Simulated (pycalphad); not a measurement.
CALPHAD calculation (pycalphad, COST 507 light-alloy database (1999)), 1 atm. These are 1990s assessments: newer ones move some temperatures and phases. Phase fractions are per mole of atoms.

Task: Give the equilibrium state of Al-5.69Fe-0.37Si (at.%) at 1100 K.

Result: 
```
T = 1100.00 K, P = 101325 Pa, N = 1 mol of atoms
G = -55708 J/mol, H = 27436 J/mol, S = 75.59 J/(mol K)  (SER reference)
chemical potentials (J/mol): Al -50638, Fe -137716, Si -81931
phase             fraction      x(Al)      x(Fe)      x(Si)
LIQUID              0.8942     0.9606     0.0353     0.0041
AL13FE4             0.1058     0.7602     0.2392   0.000631
```

Task: Give the equilibrium state of Al-5.69Fe-0.37Si (at.%) at 800 K.

Result: fcc, fraction 0.753, with <0.01 Fe, 0.14 Si at.%; AL13FE4, fraction 0.213, with 23.6 Fe, 0.10 Si at.%; ALFESI_ALPHA, fraction 0.034, with 19.0 Fe, 7.1 Si at.%.

Database names, with the compositions (at.%) that they take in these runs: AL13FE4: Al 76 Fe 24; ALFESI_ALPHA: Al 74 Fe 19 Si 7.
